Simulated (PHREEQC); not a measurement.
Solution (25 °C): 0.0029 mol/kgw H2S, 0.00083 mol/kgw NaCl and 0.039 mol/kgw ZnCl2. Closed to the air; pH follows from the charge balance.

Equilibrium calculation in PHREEQC: ion-association model, phreeqc.dat.

Question: The ionic strength comes out as 0.111 mol/kgw. What activity coefficients do Na+, Zn+2, ZnCl+, Cl-, ZnCl3- get?

Answer: Na+ 0.78, Zn+2 0.36, ZnCl+ 0.76, Cl- 0.76, ZnCl3- 0.76.

This is a speciation only: nothing precipitates in the calculation. The solution is supersaturated, for example in Sphalerite (slow to form), so a real one may precipitate; this is no full list.
